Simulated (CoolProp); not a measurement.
Aqueous magnesium chloride as a coolant, 23 % by mass, freezing at -39.6 °C, 1 atm.

Values from CoolProp's Melinder's fits for secondary coolants.

```
T (°C)  viscosity (mPa s)  density (kg/m³)  conductivity (W/(m K))  Prandtl number
------  -----------------  ---------------  ----------------------  --------------
-19.6                   …             1223                   0.467             150
-14.5                19.1             1221                   0.476             116
-9.4                 15.0             1220                   0.485            89.9
-4.2                 11.9             1218                   0.495            70.0
0.9                  9.51             1215                   0.504            55.2
6.1                  7.66             1213                   0.513            43.9
11.2                 6.27             1210                   0.522            35.4
16.3                 5.20             1208                   0.531            29.0
21.5                 4.36             1205                   0.540            24.0
26.6                 3.73                …                   0.549            20.3
31.8                 3.24                …                       …               …
```

Task: Some entries are withheld; supply them.

Result: 
- -19.6, viscosity (mPa s): 24.4
- 26.6, density (kg/m³): 1203
- 31.8, density (kg/m³): 1200
- 31.8, conductivity (W/(m K)): 0.558
- 31.8, Prandtl number: 17.4
